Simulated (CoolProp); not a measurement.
Vapour-liquid equilibrium of cyclohexane (1) + ethylbenzene (2) at 58.15 °C; x and y are mole fractions of (1).

Values from CoolProp's multi-fluid Helmholtz-energy mixture model, Zhou 2014 and Zhou 2012; pair parameters Bell 2016.

```tsv
x	bubble pressure, mixture model (bar)	bubble pressure, Raoult's law (bar)	y, mixture model	y, Raoult's law
0.05	0.09511	0.08913	0.317	0.273
0.2	0.1728	0.1519	0.680	0.641
0.35	0.2430	0.2147	0.811	0.794
0.5	0.3050	0.2776	0.879	0.877
0.65	0.3608	0.3404	0.923	0.930
0.8	0.4136	0.4032	0.958	0.966
0.95	0.4678	0.4660	0.989	0.993
```

The largest gap from Raoult's law is +13.8 % in bubble pressure, at x = 0.2. No azeotrope shows between x = 0.05 and 0.95.

The pair parameters rest on a limited set of measurements; away from them the model extrapolates.
